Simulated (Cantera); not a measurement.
Input: 1 mol SiH4, 0.1 mol O2, equilibrated at 23.0 mbar.

Method: chemical equilibrium by Gibbs-energy minimisation in Cantera with the NASA 1993 tables (ideal gas, pure condensed phases). Candidate condensed phases: H2O, Si, SiO2; 18 gas species. Mutual solubility and eutectic melting of coexisting phases are not modelled. The tables hold silica as quartz up to 1696 K and as liquid above; real silica turns to tridymite and cristobalite and melts near 1996 K. Gases not in the tables: Si2H6 and higher silanes. The numbers say what is thermodynamically allowed, not how fast it happens.

log p: log10 of the partial pressure in bar; n: condensed amount in mol.

| T (K) | log p H2 | log p SiO | log p H | log p Si | log p SiH | n Si(s) | n SiO2(α-quartz) | n SiO2(β-quartz) | n Si(l) |
|---|---|---|---|---|---|---|---|---|---|
| 523 | -1.64 | <-13 | <-13 | <-13 | <-13 | 0.900 | 0.100 | 0 | 0 |
| 673 | -1.64 | <-13 | <-13 | <-13 | <-13 | 0.900 | 0.100 | 0 | 0 |
| 823 | -1.64 | ___ | ___ | <-13 | <-13 | 0.900 | 0.100 | 0 | 0 |
| 973 | -1.64 | -9.79 | -9.79 | <-13 | <-13 | 0.900 | 0 | 0.100 | 0 |
| 1123 | -1.64 | -7.30 | -8.19 | -13.19 | -12.61 | 0.900 | 0 | 0.1000 | 0 |
| 1273 | -1.64 | -5.41 | -6.97 | -10.74 | -10.58 | 0.900 | 0 | 0.0998 | 0 |
| 1423 | -1.64 | -3.93 | -6.00 | -8.82 | -8.98 | 0.895 | 0 | 0.0948 | 0 |
| 1573 | -1.67 | ___ | ___ | ___ | ___ | ___ | 0 | ___ | 0 |
| 1723 | -1.68 | -2.68 | -4.58 | -6.01 | -6.69 | 0 | 0 | 0 | 0.800 |
| 1873 | -1.68 | -2.68 | -4.03 | -5.05 | -5.93 | 0 | 0 | 0 | 0.799 |

Question: Some entries are withheld; supply them.

Answer: 
- 1573, log p SiO: -2.74
- 1573, log p H: -5.23
- 1573, log p Si: -7.26
- 1573, log p SiH: -7.72
- 1573, n Si(s): 0.813
- 1573, n SiO2(β-quartz): 0.0132
- 823, log p SiO: -13.20
- 823, log p H: -11.95
